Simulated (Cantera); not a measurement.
Input (Python, Cantera):

```python
import numpy as np
import cantera as ct

gas = ct.Solution("SiF4_NH3_mec.yaml", "gas")
gas.TPX = 1750, 18000, {'NH3': 1, 'N2': 0.15}
inlet = ct.Reservoir(gas, clone=True)

reactor = ct.IdealGasConstPressureReactor(gas, energy="off", clone=False)
exhaust = ct.Reservoir(gas, clone=True)
tau = [25, 7, 1.9, 0.52, 0.14, 0.039, 0.011, 0.003, 0.00081, 0.00022][0]
for a, b in ((inlet, reactor), (reactor, exhaust)):
    ct.MassFlowController(a, b, mdot=lambda t: reactor.mass / tau)
net = ct.ReactorNet([reactor])
show = ['NH3', 'H2', 'N2H4', 'N', 'N2H2', 'H', 'NH']

rows = []
print(f"{'tau/s':>10s}{'T/K':>9s}" + "".join(f"{s:>11s}" for s in show))
for tau in [25, 7, 1.9, 0.52, 0.14, 0.039, 0.011, 0.003, 0.00081, 0.00022]:
    net.initial_time = 0.0
    net.advance(30 * tau)
    before = gas.X
    net.advance(40 * tau)
    drift = np.max(np.abs(gas.X - before) / (gas.X + 1e-9))
    rows.append([gas.T, *gas[show].X, drift])
    print(f"{tau:10.3e}{gas.T:9.1f}" + "".join(f"{x:11.3e}" for x in gas[show].X))
```

Output:

```
     tau/s      T/K        NH3         H2       N2H4          N       N2H2          H         NH
 2.500e+01   1750.0  9.509e-02  6.212e-01  4.276e-09  7.487e-08  1.023e-07  1.769e-04  1.050e-06
 7.000e+00   1750.0  2.356e-01  5.085e-01  1.501e-08  7.684e-08  3.393e-07  1.095e-04  1.463e-06
 1.900e+00   1750.0  4.811e-01  3.115e-01  3.916e-08  6.917e-08  9.177e-07  5.306e-05  1.789e-06
 5.200e-01   1750.0  7.076e-01  1.298e-01  6.622e-08  5.078e-08  1.667e-06  1.961e-05  1.832e-06
 1.400e-01   1750.0  8.190e-01  4.035e-02  8.423e-08  2.494e-08  2.118e-06  6.017e-06  1.590e-06
 3.900e-02   1750.0  8.551e-01  1.139e-02  9.121e-08  8.228e-09  2.201e-06  1.770e-06  1.300e-06
 1.100e-02   1750.0  8.656e-01  2.956e-03  8.406e-08  2.294e-09  1.972e-06  5.089e-07  1.071e-06
 3.000e-03   1750.0  8.686e-01  5.810e-04  5.246e-08  5.434e-10  1.199e-06  1.384e-07  7.186e-07
 8.100e-04   1750.0  8.694e-01  7.851e-05  1.068e-08  1.005e-10  2.251e-07  4.692e-08  1.942e-07
 2.200e-04   1750.0  8.695e-01  1.641e-05  8.686e-10  1.095e-11  1.574e-08  3.596e-08  1.822e-08
```

Detailed kinetics in Cantera: the gas-phase N/H chemistry of the illustrative SiF4/NH3 mechanism in the Surface Chemkin manual (1991). Walls and surfaces, which speed up NH3 decomposition in real reactors, are not modelled.
